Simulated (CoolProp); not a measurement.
Vapour-liquid equilibrium of ethane (1) + hydrogen sulfide (2) at -7.55 °C; x and y are mole fractions of (1).

Values from CoolProp's multi-fluid Helmholtz-energy mixture model, Bücker 2006 and Lemmon 2006; pair parameters Kunz 2012.

```tsv
x	bubble pressure, mixture model (MPa)	bubble pressure, Raoult's law (MPa)	y, mixture model	y, Raoult's law
0.05	1.069	0.8797	0.242	0.113
0.125	1.332	0.9665	0.410	0.256
0.2	1.508	1.053	0.496	0.376
0.275	1.630	1.140	0.550	0.477
0.35	1.719	1.227	0.589	0.565
0.425	1.790	1.314	0.623	0.640
0.5	1.849	1.401	0.655	0.707
0.575	1.900	1.487	0.688	0.765
0.65	1.943	1.574	0.725	0.817
0.725	1.978	1.661	0.767	0.864
0.8	2.002	1.748	0.816	0.906
0.875	2.010	1.835	0.875	0.944
0.95	2.000	1.921	0.945	0.979
```

The largest gap from Raoult's law is +43.2 % in bubble pressure, at x = 0.2. y crosses x between x = 0.8 and 0.875: the model has an azeotrope there.

The pair parameters rest on a limited set of measurements; away from them the model extrapolates.
